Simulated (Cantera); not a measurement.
What does this Cantera script print?

```python
import numpy as np
import cantera as ct

gas_names = """
    CL CL2 Fe FeCL FeCL2 FeCL3 Fe2CL4 Fe2CL6 H HCL H2
""".split()
cond_names = """
    Fe(a) Fe(c) Fe(d) Fe(L) FeCL2(s) FeCL2(L) FeCL3(s) FeCL3(L)
""".split()


def load(file, names, dense=False):
    # The tables refer to 1 bar. Condensed volumes are neglected.
    table = {s.name: s for s in ct.Species.list_from_file(file)}
    out = []
    for n in names:
        d = dict(table[n].input_data)
        d["thermo"] = dict(d["thermo"], **{"reference-pressure": 1e5})
        if dense:
            d["equation-of-state"] = {"model": "constant-volume", "density": "1e6 g/cm^3"}
        out.append(ct.Species.from_dict(d))
    return out


gas = ct.Solution(thermo="ideal-gas", species=load("nasa_gas.yaml", gas_names))
cond = {s.name: ct.Solution(thermo="fixed-stoichiometry", species=[s], name=s.name)
        for s in load("nasa_condensed.yaml", cond_names, dense=True)}
atoms = {
    'FeCl2': {'Fe': 1, 'CL': 2},
    'H2': {'H': 2},
}
top_T = {}  # K; cautious upper limits of use, not melting points


def equilibrate(T, P, feed):
    n = {}
    for name, mol in feed.items():
        for a, k in atoms[name].items():
            n[a] = n.get(a, 0.0) + k * mol
    gas.TPX = T, P, n
    mass = sum(n.values()) * gas.mean_molecular_weight
    gas.equilibrate("TP")
    valid = [c for c in cond.values() if c.min_temp <= T <= top_T.get(c.name, c.max_temp)]
    mix = ct.Mixture([(gas, mass / gas.mean_molecular_weight)] + [(c, 0.0) for c in valid])
    mix.T, mix.P = T, P
    mix.equilibrate("TP", solver="vcs", rtol=1e-11, max_steps=5000)
    return mix


results = []
T = 2050  # K
P = 13332.2  # Pa
for m in [57, 70, 86, 110, 130, 160, 200, 240, 290, 360, 440]:
    feed = {'FeCl2': 1, 'H2': m}  # mol
    mix = equilibrate(T, P, feed)
    results.append((T, P, feed, dict(zip(mix.species_names, mix.species_moles))))
    x = sorted(zip(gas.X, gas.species_names), reverse=True)
    print(f"T = {T:g} K  P = {P:g} Pa  n(H2) = {m:g} mol  gas = {mix.phase_moles(0):.4g} mol")
    print("   x: " + "  ".join(f"{s} {v:.3e}" for v, s in x if v > 0.0001))
    print("   condensed (mol): " + ("  ".join(f"{mix.phase(i).name} {mix.phase_moles(i):.4g}"
          for i in range(1, mix.n_phases) if mix.phase_moles(i) > 1e-12) or "none"))
```

It prints:

```
T = 2050 K  P = 13332.2 Pa  n(H2) = 57 mol  gas = 58.46 mol
   x: H2 9.563e-01  HCL 3.139e-02  H 6.076e-03  Fe 4.726e-03  FeCL2 1.328e-03  CL 1.476e-04
   condensed (mol): Fe(L) 0.645
T = 2050 K  P = 13332.2 Pa  n(H2) = 70 mol  gas = 71.56 mol
   x: H2 9.621e-01  HCL 2.600e-02  H 6.094e-03  Fe 4.726e-03  FeCL2 9.057e-04  CL 1.219e-04
   condensed (mol): Fe(L) 0.5959
T = 2050 K  P = 13332.2 Pa  n(H2) = 86 mol  gas = 87.69 mol
   x: H2 9.670e-01  HCL 2.147e-02  H 6.110e-03  Fe 4.726e-03  FeCL2 6.143e-04  CL 1.004e-04
   condensed (mol): Fe(L) 0.5306
T = 2050 K  P = 13332.2 Pa  n(H2) = 110 mol  gas = 111.9 mol
   x: H2 9.717e-01  HCL 1.702e-02  H 6.124e-03  Fe 4.726e-03  FeCL2 3.843e-04
   condensed (mol): Fe(L) 0.4272
T = 2050 K  P = 13332.2 Pa  n(H2) = 130 mol  gas = 132 mol
   x: H2 9.743e-01  HCL 1.451e-02  H 6.133e-03  Fe 4.726e-03  FeCL2 2.787e-04
   condensed (mol): Fe(L) 0.3381
T = 2050 K  P = 13332.2 Pa  n(H2) = 160 mol  gas = 162.3 mol
   x: H2 9.770e-01  HCL 1.189e-02  H 6.141e-03  Fe 4.726e-03  FeCL2 1.865e-04
   condensed (mol): Fe(L) 0.2017
T = 2050 K  P = 13332.2 Pa  n(H2) = 200 mol  gas = 202.6 mol
   x: H2 9.794e-01  HCL 9.581e-03  H 6.149e-03  Fe 4.726e-03  FeCL2 1.208e-04
   condensed (mol): Fe(L) 0.01697
T = 2050 K  P = 13332.2 Pa  n(H2) = 240 mol  gas = 242.7 mol
   x: H2 9.816e-01  HCL 8.053e-03  H 6.156e-03  Fe 4.043e-03
   condensed (mol): none
T = 2050 K  P = 13332.2 Pa  n(H2) = 290 mol  gas = 292.9 mol
   x: H2 9.837e-01  HCL 6.710e-03  H 6.162e-03  Fe 3.369e-03
   condensed (mol): none
T = 2050 K  P = 13332.2 Pa  n(H2) = 360 mol  gas = 363.1 mol
   x: H2 9.856e-01  H 6.168e-03  HCL 5.436e-03  Fe 2.730e-03
   condensed (mol): none
T = 2050 K  P = 13332.2 Pa  n(H2) = 440 mol  gas = 443.4 mol
   x: H2 9.871e-01  H 6.173e-03  HCL 4.464e-03  Fe 2.242e-03
   condensed (mol): none
```

Cantera equilibrium calculation (NASA polynomials, part measured and part estimated; ideal gas, pure solids and liquids).
